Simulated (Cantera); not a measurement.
A closed system holds: 1 mol SiO2, 2200 mol H2, 1.7 mol N2, equilibrated at 1923 K and 100000 Pa.

These are equilibrium values from Cantera (NASA tables, ideal gas, pure condensed phases), not measurements of a reactor. Candidate condensed phases: H2O, Si, SiO2, Si2N2O, Si3N4; 35 gas species. Kinetics and transport are ignored.

### Question
What is the equilibrium state?

### Answer
```json
{
 "x(H2)": "0.997",
 "x(H)": "0.000941",
 "x(N2)": "0.000771",
 "x(H2O)": "0.000454",
 "x(SiO)": "0.000454",
 "gas_amount": "2204 mol",
 "log10 activity of Si(l) (absent)": "-3.07"
}
```
